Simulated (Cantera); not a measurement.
A closed system holds: 1 mol SiH4, 0.028 mol CH4, 6.2 mol H2, at 1675 K and 10.0 Torr.

Cantera equilibrium calculation (NASA polynomials, part measured and part estimated; ideal gas, pure solids and liquids). Candidate condensed phases: C, C6H6, C7H8, C8H18, Si, SiC; 87 gas species. Mutual solubility and eutectic melting of coexisting phases are not modelled. Gases not in the tables: Si2H6 and higher silanes. The numbers say what is thermodynamically allowed, not how fast it happens.

Base state: H2 0.999, H 0.00101, Si 3.26e-5, SiH2 1.12e-5 (mole fractions); condensed: Si(s) + SiC(s).

Problem. What changes in the equilibrium state with this change: temperature from 1675 K to 1725 K?

Solution. 
```tsv
species	before	after
H2	0.999	0.998
H	0.00101	0.00161
Si	3.26e-5	7.61e-5
SiH	6.31e-6	1.26e-5
SiH2	1.12e-5	1.72e-5
Si(s), mol	0.972	0
SiC(s), mol	0.0280	0.0280
Si(l), mol	0	0.971
```

Problem. What changes in the equilibrium state with this change: temperature from 1675 K to 1025 K?

Solution. 
| species | before | after |
|---|---|---|
| H2 | 0.999 | 1.000 |
| H | 0.00101 | 3.77e-8 |
| Si | 3.26e-5 | <1e-9 |
| SiH2 | 1.12e-5 | <1e-9 |
| Si(s), mol | 0.972 | 0.972 |
| SiC(s), mol | 0.0280 | 0.0280 |
